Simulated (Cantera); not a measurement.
Feed: 1 mol SiHCl3, 320 mol H2, equilibrated at 0.0130 bar.

Cantera equilibrium calculation (NASA polynomials, part measured and part estimated; ideal gas, pure solids and liquids). Candidate condensed phases: Si; 19 gas species. The tables' values for SiCl3 are old estimates; treat these amounts as uncertain. Gases not in the tables: Si2H6 and higher silanes. Equilibrium is a limit: real reactors are often held back by kinetics, nucleation or transport.

x: gas mole fraction; n: condensed amount in mol.

| T (K) | x H2 | x HCl | x H | x SiCl2 | x Si | x SiHCl3 | n Si(s) | n Si(l) |
|---|---|---|---|---|---|---|---|---|
| 1098 | 0.991 | 0.00879 | 2.16e-7 | 0.000158 | 1.66e-12 | 2.95e-5 | 0.927 | 0 |
| 1148 | 0.991 | 0.00888 | … | 0.000175 | … | … | 0.935 | 0 |
| 1198 | 0.991 | 0.00890 | 1.66e-6 | 0.000188 | 9.90e-11 | 4.37e-6 | 0.935 | 0 |
| 1248 | 0.991 | 0.00890 | 4.08e-6 | 0.000200 | 5.97e-10 | 1.86e-6 | 0.933 | 0 |
| 1298 | 0.991 | 0.00888 | 9.36e-6 | 0.000212 | 3.13e-9 | 8.41e-7 | 0.930 | 0 |
| 1348 | 0.991 | 0.00886 | … | 0.000223 | … | … | 0.927 | 0 |
| 1398 | 0.991 | 0.00885 | 4.13e-5 | 0.000233 | 5.99e-8 | 2.04e-7 | 0.924 | 0 |
| 1448 | 0.991 | 0.00883 | 8.05e-5 | 0.000242 | 2.25e-7 | 1.09e-7 | 0.921 | 0 |
| 1498 | 0.991 | 0.00881 | 0.000150 | 0.000251 | 7.72e-7 | 6.01e-8 | 0.918 | 0 |
| 1548 | 0.991 | 0.00879 | 0.000269 | 0.000260 | 2.44e-6 | 3.46e-8 | 0.914 | 0 |
| 1598 | 0.990 | 0.00877 | 0.000465 | 0.000267 | 7.19e-6 | 2.06e-8 | 0.908 | 0 |
| 1648 | 0.990 | 0.00875 | 0.000777 | 0.000275 | 1.98e-5 | 1.27e-8 | 0.899 | 0 |
| 1698 | 0.990 | 0.00874 | 0.00126 | 0.000277 | 5.05e-5 | 7.92e-9 | 0 | 0.884 |

Fill in the missing entries.


- 1148, x H: 6.25e-7
- 1148, x Si: 1.40e-11
- 1148, x SiHCl3: 1.10e-5
- 1348, x H: 2.02e-5
- 1348, x Si: 1.45e-8
- 1348, x SiHCl3: 4.04e-7
